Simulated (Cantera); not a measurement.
Standard-state values (1 bar) from the NASA 1993 polynomials, evaluated with Cantera. Values are per mole of reaction as written; species without (g) are pure solids or liquids, kept so even where they would boil at 1 bar.

Question: Between 398 and 1148 K, where is each reaction favourable under standard conditions?
- CsCl ⇌ Cl(g) + Cs(g)
- Cl(g) + Cs ⇌ CsCl

Answer: 
- CsCl ⇌ Cl(g) + Cs(g): ΔG° is 545 kJ at 398 K and 382 kJ at 1148 K; it stays positive (K < 1). ΔH° is 603 kJ and ΔS° 193 J/K at 1148 K.
- Cl(g) + Cs ⇌ CsCl: ΔG° is -504 kJ at 398 K and -396 kJ at 1148 K; it stays negative (K > 1). ΔH° is -537 kJ and ΔS° -123 J/K at 1148 K.
